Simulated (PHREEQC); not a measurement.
Consider water at 25 °C with 0.19 mol/kgw KH2PO4 and 0.011 mol/kgw NH3. Closed to the air; pH follows from the charge balance.

The numbers come from PHREEQC with the ion-association model, phreeqc.dat.

**Question.** The ionic strength comes out as 0.210 mol/kgw. What activity coefficients do HPO4-2, K+, NH4+, H2PO4-, H+ get?

**Answer.** HPO4-2 0.29, K+ 0.71, NH4+ 0.68, H2PO4- 0.74, H+ 0.80.

No solid was allowed to form.
